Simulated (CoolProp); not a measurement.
Vapour-liquid equilibrium of n-heptane (1) + ethylbenzene (2) at 321.5 K; x and y are mole fractions of (1).

Values from CoolProp's multi-fluid Helmholtz-energy mixture model, Span 2003 and Zhou 2012; pair parameters Bell 2016.

```json
[
 {"x": "0.05", "bubble pressure (bar)": "0.05394", "y at the bubble point": "0.234", "dew pressure at overall composition x (bar)": "0.04530", "liquid density (mol/L)": "7.851"},
 {"x": "0.2", "bubble pressure (bar)": "0.08067", "y at the bubble point": "0.560", "dew pressure at overall composition x (bar)": "0.05211", "liquid density (mol/L)": "7.622"},
 {"x": "0.35", "bubble pressure (bar)": "0.1023", "y at the bubble point": "0.708", "dew pressure at overall composition x (bar)": "0.06125", "liquid density (mol/L)": "7.405"},
 {"x": "0.5", "bubble pressure (bar)": "[?]", "y at the bubble point": "[?]", "dew pressure at overall composition x (bar)": "0.07402", "liquid density (mol/L)": "7.198"},
 {"x": "0.65", "bubble pressure (bar)": "[?]", "y at the bubble point": "0.868", "dew pressure at overall composition x (bar)": "0.09274", "liquid density (mol/L)": "7.001"},
 {"x": "0.8", "bubble pressure (bar)": "0.1542", "y at the bubble point": "[?]", "dew pressure at overall composition x (bar)": "0.1210", "liquid density (mol/L)": "6.815"},
 {"x": "0.95", "bubble pressure (bar)": "[?]", "y at the bubble point": "0.982", "dew pressure at overall composition x (bar)": "0.1611", "liquid density (mol/L)": "[?]"}
]
```

### Question
What belongs in the gaps?

### Answer

- 0.5, bubble pressure (bar): 0.1209
- 0.5, y at the bubble point: 0.799
- 0.65, bubble pressure (bar): 0.1378
- 0.8, y at the bubble point: 0.927
- 0.95, bubble pressure (bar): 0.1707
- 0.95, liquid density (mol/L): 6.639

No azeotrope shows between x = 0.05 and 0.95.

The pair parameters rest on a limited set of measurements; away from them the model extrapolates.
